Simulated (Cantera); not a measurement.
# Stirred combustor or abatement burner

A perfectly stirred reactor is fed with CH4 : O2 : N2 : H2O : H2 = 1 : 1.82 : 6.84 : 1 : 0.34 (molar parts), equivalence ratio 1.2, at 8.80 bar; it is adiabatic with a 498 K inlet, and is followed from long to short residence time, starting on the burning branch (τ in s: 0.31, 0.15, 0.068, 0.032, 0.015, 0.0071, 0.0034, 0.0016, 0.00074, 0.00035, 0.00016, 7.8e-05).

Detailed kinetics in Cantera: GRI-Mech 3.0 (53 species, 325 reactions).

```csv
τ (s),T (K),x CH4,x O2,x H2O,x CH2O,x C2H2,x C2H6
0.31,2143,1.35e-5,1.93e-5,0.268,2.07e-7,3.95e-8,8.78e-11
0.15,2142,2.47e-5,3.20e-5,0.268,3.99e-7,1.33e-7,3.17e-10
0.068,2142,4.48e-5,5.82e-5,0.268,7.93e-7,4.48e-7,1.19e-9
0.032,2141,7.50e-5,0.000105,0.268,1.49e-6,1.28e-6,3.86e-9
0.015,2139,0.000120,0.000189,0.268,2.73e-6,3.34e-6,1.17e-8
0.0071,2136,0.000184,0.000336,0.268,4.86e-6,7.79e-6,3.30e-8
0.0034,2133,0.000272,0.000588,0.268,8.39e-6,1.64e-5,8.59e-8
0.0016,2126,0.000397,0.00103,0.267,1.44e-5,3.22e-5,2.18e-7
0.00074,2115,0.000590,0.00185,0.266,2.49e-5,6.09e-5,5.59e-7
0.00035,2097,0.000922,0.00334,0.265,4.32e-5,0.000115,1.52e-6
0.00016,2056,0.00176,0.00694,0.263,8.39e-5,0.000261,6.02e-6
7.8e-5,498,0.0909,0.165,0.0909,<1e-12,<1e-12,<1e-12
```
x: mole fraction; the columns are a selection and need not sum to one.
